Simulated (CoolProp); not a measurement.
Vapour pressure (bar) of nitrogen: the reference equation beside estimates from Tc = 126.2 K, pc = 33.96 bar, ω = 0.037. Clausius-Clapeyron is anchored at 84.9 K with a constant enthalpy of vaporisation of 5.285 kJ/mol.

Values from CoolProp's reference Helmholtz-energy equation of state, Span 2000.

```tsv
T (K)	reference	Clausius-Clapeyron	Peng-Robinson
81	1.525	1.581	1.538
84.9	2.267	2.267	2.279
88.8	3.248	3.149	3.260
92.7	4.511	4.256	4.524
96.6	6.099	5.613	6.115
100.5	8.056	7.246	8.081
104.4	10.43	9.177	10.47
108.3	13.26	11.43	13.32
112.2	16.61	14.01	16.70
116.1	20.54	16.95	20.66
```

Absolute difference from the reference over all 10 rows, mean and median: Clausius-Clapeyron 8.9 and 9.0 %, Peng-Robinson 0.5 and 0.4 %.
